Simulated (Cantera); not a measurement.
Feed: 1 mol BN, a varied amount of O2, 9.3 mol H2, equilibrated at 898.15 K and 13300 Pa.

Equilibrium computed with Cantera from the NASA thermochemical tables; the gas is ideal and each condensed phase is pure. Candidate condensed phases: B, BN, B2O3, B3O3H3, H2O; 39 gas species. Gases not in the tables: H3BO3. Rates play no part.

log p: log10 of the partial pressure in bar; n: condensed amount in mol.

```json
[
 {"n(O2) (mol)": "1.2", "log p H2O": "-1.92", "log p H2": "-0.94", "log p O2": "<-12", "log p N2": "-2.17", "log p (HBO2)3": "-4.18", "log p NH3": "-5.41", "n B2O3(l)": "0.493"},
 {"n(O2) (mol)": "1.7", "log p H2O": "-1.59", "log p H2": "-1.00", "log p O2": "<-12", "log p N2": "-2.17", "log p (HBO2)3": "-3.70", "log p NH3": "-5.49", "n B2O3(l)": "0.478"},
 {"n(O2) (mol)": "2.6", "log p H2O": "[?]", "log p H2": "[?]", "log p O2": "<-12", "log p N2": "-2.17", "log p (HBO2)3": "[?]", "log p NH3": "[?]", "n B2O3(l)": "[?]"},
 {"n(O2) (mol)": "3.9", "log p H2O": "-1.07", "log p H2": "-1.39", "log p O2": "<-12", "log p N2": "-2.17", "log p (HBO2)3": "-2.92", "log p NH3": "-6.07", "n B2O3(l)": "0.369"},
 {"n(O2) (mol)": "5.8", "log p H2O": "-0.92", "log p H2": "-11.31", "log p O2": "-2.28", "log p N2": "-2.18", "log p (HBO2)3": "-2.70", "log p NH3": "<-12", "n B2O3(l)": "0.270"},
 {"n(O2) (mol)": "8.6", "log p H2O": "[?]", "log p H2": "[?]", "log p O2": "[?]", "log p N2": "[?]", "log p (HBO2)3": "[?]", "log p NH3": "<-12", "n B2O3(l)": "[?]"},
 {"n(O2) (mol)": "13", "log p H2O": "-1.15", "log p H2": "-12.06", "log p O2": "-1.23", "log p N2": "-2.42", "log p (HBO2)3": "-3.04", "log p NH3": "<-12", "n B2O3(l)": "0.323"}
]
```

Question: Complete the blanks.

Answer: 
- 8.6, log p H2O: -1.03
- 8.6, log p H2: -11.81
- 8.6, log p O2: -1.48
- 8.6, log p N2: -2.29
- 8.6, log p (HBO2)3: -2.85
- 8.6, n B2O3(l): 0.296
- 2.6, log p H2O: -1.30
- 2.6, log p H2: -1.12
- 2.6, log p (HBO2)3: -3.27
- 2.6, log p NH3: -5.67
- 2.6, n B2O3(l): 0.441
